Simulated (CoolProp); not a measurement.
The fluid at 293.15 K and 1.26 MPa (liquid) is heated at constant pressure to 454.6 K. The same conditions are run with several fluids, on thermodynamics alone (safety and materials aside).

The numbers come from the reference Helmholtz-energy equation of state of each fluid (the fluoroketone C6F12O (FK-5-1-12): McLinden 2015; R124: de Vries 1995; n-heptane: Span 2003) in CoolProp.

Task: Rank the fluoroketone C6F12O (FK-5-1-12), R124, n-heptane by heat (kJ/kg), highest first.

Result: n-heptane (416), R124 (281), the fluoroketone C6F12O (FK-5-1-12) (235)

| fluid | final phase | final density (kg/m³) |
|---|---|---|
| the fluoroketone C6F12O (FK-5-1-12) | gas | 140 |
| R124 | gas | 49.3 |
| n-heptane | liquid | 525 |
